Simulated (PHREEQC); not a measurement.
Solution (35 °C): 49 mmol/kgw HF, 22 mmol/kgw NaF, 6.8 mmol/kgw H2SiF6 and 5.2 mmol/kgw HCl. Closed to the air; pH follows from the charge balance.

The numbers come from PHREEQC with the ion-association model, wateq4f.dat.

| quantity | before | after |
|---|---|---|
| pH | 2.32 | 2.56 |
| HF (mol/kgw) | 0.0512 | 0.0618 |
| F- (mol/kgw) | 0.00716 | 0.00505 |
| H2F2 (mol/kgw) | 0.00477 | 0.000746 |
| HF2- (mol/kgw) | 0.00151 | 0.00130 |
| SI of Halite (NaCl) | -5.70 | -5.81 |

**Question.** Name the change that produced these shifts.
(A) temperature from 35 to 90 °C
(B) temperature from 35 to 75 °C
(C) 0.023 mol/kgw NH4HCO3 added
(D) H2SiF6 from 0.0068 to 0.00612 mol/kgw
(E) H2SiF6 left out

**Answer.** A, temperature from 35 to 90 °C

This is a speciation only: nothing precipitates in the calculation. wateq4f.dat counts part of the HF as a dimer, H2F2, which phreeqc.dat doesn't know; its constant is uncertain. Constants without temperature data keep their 25 °C values here. SiF6-2 is the database's only silicon fluoride.
